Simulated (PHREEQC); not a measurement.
Dissolve 0.0001 mol/kgw PbCl2, 0.015 mol/kgw HBF4 and 0.00255 mol/kgw Zn(NO3)2 at 25 °C. Closed to the air; pH follows from the charge balance.

Model: ion-association model, wateq4f.dat, run in PHREEQC.

Precipitation was switched off in this run.

Q: Predict the pH, ionic strength.

A: pH 1.91; ionic strength 0.0217 mol/kgw.

Q: In which forms is F present?

A: BF4- 84 %, HF 11 %, BF3OH- 3.4 %, F- 0.7 % of the F.

Real BF4- forms and hydrolyses slowly; the run takes it at equilibrium.
